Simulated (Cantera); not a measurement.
What does this Cantera script print?

```python
import numpy as np
import cantera as ct

gas_names = [...]  # 151 gases of nasa_gas.yaml made of C, H, N, O, Si
cond_names = """
    C(gr) C6H6(L) C7H8(L) C8H18(L),n-octa H2O(s) H2O(L) Si(cr) Si(L) SiC(b) SiO2(Lqz) SiO2(hqz) SiO2(L)
    Si2N2O(s) Si3N4(a)
""".split()


# ... load() reads the species with a 1 bar reference pressure and builds the phases ...
atoms = {
    'HMDSO': {'Si': 2, 'C': 6, 'H': 18, 'O': 1},
    'N2O': {'N': 2, 'O': 1},
    'N2': {'N': 2},
}
top_T = {'C(gr)': 4500, 'SiC(b)': 3050, 'Si2N2O(s)': 2100, 'Si3N4(a)': 2400}  # K; cautious upper limits of use, not melting points


# ... equilibrate(T, P, feed) seeds the gas with the atoms and calls Mixture.equilibrate('TP', solver="vcs", rtol=1e-11, max_steps=5000) ...
results = []
feed = {'HMDSO': 1, 'N2O': 0.79, 'N2': 160}  # mol
P = 17  # Pa
for T in [1298, 1398, 1498, 1598, 1698, 1798, 1898, 1998, 2098]:
    mix = equilibrate(T, P, feed)
    results.append((T, P, feed, dict(zip(mix.species_names, mix.species_moles))))

top = {s: max(r[3][s] / sum(r[3][g] for g in gas_names) for r in results) for s in gas_names}
cols = sorted((s for s in top if top[s] > 1e-06), key=lambda s: -top[s])[:9]
seen = [c for c in cond_names if any(r[3].get(c, 0) > 1e-12 for r in results)]
print("log10 of partial pressures in bar; condensed amounts in mol")
print(f"{'T/K':>10s}" + "".join(f"{s[:9]:>10s}" for s in cols + seen))
for T, P, feed, n in results:
    ng = sum(n[g] for g in gas_names)
    print(f"{T:10.4g}" + "".join(f"{np.log10(max(n[s] / ng * P / 1e5, 1e-99)):10.3f}" for s in cols)
          + "".join(f"{n.get(c, 0):10.4g}" for c in seen))
```

Result:

```
log10 of partial pressures in bar; condensed amounts in mol
       T/K        N2        H2         H        CO        Si       HCN      SiC2       HNC      Si2C     C(gr)    SiC(b)
      1298    -3.798    -5.050    -8.495    -5.751   -12.924    -8.116   -16.555   -10.218   -16.546     2.205     1.999
      1398    -3.798    -5.051    -7.850    -5.752   -11.431    -7.736   -14.597    -9.662   -14.624     2.196     1.998
      1498    -3.798    -5.052    -7.291    -5.752   -10.139    -7.407   -12.904    -9.182   -12.963     2.177     1.996
      1598    -3.798    -5.056    -6.802    -5.753    -9.010    -7.121   -11.427    -8.764   -11.515     2.143     1.994
      1698    -3.799    -5.064    -6.372    -5.753    -8.016    -6.872   -10.127    -8.399   -10.240     2.093     1.983
      1798    -3.800    -5.083    -5.995    -5.755    -7.133    -6.657    -8.974    -8.080    -9.111      2.07     1.912
      1898    -3.802    -5.120    -5.667    -5.758    -6.344    -6.476    -7.946    -7.807    -8.105     2.333     1.495
      1998    -3.809    -5.192    -5.391    -5.764    -5.753    -6.335    -7.140    -7.582    -7.436     3.512         0
      2098    -3.812    -5.309    -5.166    -5.766    -5.752    -6.233    -6.946    -7.404    -7.900     3.271         0
```

These are equilibrium values from Cantera (NASA tables, ideal gas, pure condensed phases), not measurements of a reactor. The feed counts by its element totals alone. The tables' values for SiN are old estimates; treat these amounts as uncertain.
